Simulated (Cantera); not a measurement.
An isothermal, constant-pressure homogeneous reactor starts with 1.25 % C₂H₆, 98.8 % N₂, at 1325 K and 20.0 Torr.

Model: GRI-Mech 3.0 (53 species, 325 reactions), integrated in Cantera. GRI-Mech 3.0 stops at C3 and has no aromatics, soot or wall deposition, so with more carbon than oxygen in the feed, carbon stays in small species such as C2H2 where larger ones or solid carbon would form. Radical loss at walls, strong at low pressure, is not modelled.

Problem. Predict: x(C₂H₆) at 3.00 s; x(C₂H₄) at 3.00 s; x(H₂) at 3.00 s; x(CH₃) at 3.00 s; x(CH₄) at 3.00 s; x(HCN) at 3.00 s.

Solution. 
```json
{
  "x(C₂H₆) at 3.00 s": "2.37e-7 (gas-phase equilibrium 7.92e-11)",
  "x(C₂H₄) at 3.00 s": "0.00107 (gas-phase equilibrium 3.12e-6)",
  "x(H₂) at 3.00 s": "0.0196 (gas-phase equilibrium 0.0243)",
  "x(CH₃) at 3.00 s": "2.80e-6 (gas-phase equilibrium 4.50e-8)",
  "x(CH₄) at 3.00 s": "0.00256 (gas-phase equilibrium 3.53e-5)",
  "x(HCN) at 3.00 s": "1.64e-7 (gas-phase equilibrium 0.0197)"
}
```
